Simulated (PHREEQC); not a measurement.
Dissolve 82 mmol/kgw CaCl2 and 0.84 mmol/kgw Na2HPO4 at 10 °C. Closed to the air; pH follows from the charge balance.

The numbers come from PHREEQC with the ion-association model, phreeqc.dat.

Problem. The ionic strength comes out as 0.246 mol/kgw. What activity coefficients do H2PO4-, Ca+2, Na+, CaH2PO4+, CaPO4- get?

Solution. H2PO4- 0.74, Ca+2 0.31, Na+ 0.74, CaH2PO4+ 0.74, CaPO4- 0.74.

This is a speciation only: nothing precipitates in the calculation. Saturation is exceeded, for instance for Hydroxyapatite; the values hold only as long as no solid forms. At this temperature some constants are extrapolated from 25 °C, and those without enthalpy data are left unchanged.
